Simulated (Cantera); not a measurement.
An isothermal plug-flow reactor at 775 K and 1.00 atm (inlet), inlet velocity 0.095 m/s, active area per volume 180 1/m; feed CH₄ : O₂ : N₂ : H₂O = 0.005 : 0.059 : 0.79 : 0.011 (molar parts), equivalence ratio 0.17.

Model: Deutschmann's 1995 Pt surface mechanism with GRI-Mech 3.0 gas chemistry, integrated in Cantera. Catalytic surfaces can have several steady states; this one follows from the mechanism file's or the stated starting coverage. Mass transfer to the wall is taken as infinitely fast.

Question: What does this change do: temperature 775 to 900 K?

Answer: 
```json
[
 {"quantity": "x(CH₄) at z = 0.019 m", "before": "0.00561", "after": "0.00285"},
 {"quantity": "x(O₂) at z = 0.019 m", "before": "0.0679", "after": "0.0624"},
 {"quantity": "x(H₂O) at z = 0.019 m", "before": "0.0131", "after": "0.0186"},
 {"quantity": "x(CO₂) at z = 0.019 m", "before": "0.000172", "after": "0.00292"},
 {"quantity": "x(CO) at z = 0.019 m", "before": "6.54e-7", "after": "8.53e-7"},
 {"quantity": "θ(free Pt) at the exit", "before": "0.0308", "after": "0.118"},
 {"quantity": "θ(O*) at the exit", "before": "0.967", "after": "0.879"},
 {"quantity": "θ(OH*) at the exit", "before": "0.00243", "after": "0.00293"}
]
```
